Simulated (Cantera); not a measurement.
A perfectly stirred reactor is fed with N2O : H2 : N2 = 1 : 0.0039 : 8.7 (molar parts), at 0.0132 atm; it is held at 1300 K, and followed from long to short residence time.

Model: GRI-Mech 3.0 (53 species, 325 reactions), integrated in Cantera. GRI-Mech 3.0 was tuned for natural gas; its chemistry of N2O as a main component is partial and can be far from experiment. Radical loss at walls, strong at low pressure, is not modelled. The mechanism lacks the step 2 NO + O2 → 2 NO2, which can matter for NO2 below about 1400 K. The temperature is held fixed by assumption; the heat of reaction is taken as removed at once.

x: mole fraction; the columns are a selection and need not sum to one.

```tsv
τ (s)	x N2O	x H2	x HO2	x OH	x N2	x H2O2	x NO
2.1	0.0930	3.86e-5	1.77e-7	1.04e-5	0.901	8.94e-11	0.00127
0.55	0.100	0.000102	5.80e-7	1.29e-5	0.898	6.27e-10	0.000350
0.14	0.102	0.000223	1.02e-6	1.41e-5	0.897	1.81e-9	8.96e-5
0.038	0.103	0.000344	8.54e-7	1.05e-5	0.897	1.29e-9	2.38e-5
0.010	0.103	0.000394	…	…	0.897	9.48e-11	…
0.0026	0.103	0.000401	1.18e-8	6.43e-7	0.897	1.43e-12	8.19e-7
0.00069	0.103	0.000402	3.28e-10	…	0.897	<1e-12	…
```

### Question
Fill in the missing entries.

### Answer

- 0.010, x HO2: 2.05e-7
- 0.010, x OH: 3.70e-6
- 0.010, x NO: 5.20e-6
- 0.00069, x OH: 6.52e-8
- 0.00069, x NO: 8.88e-8
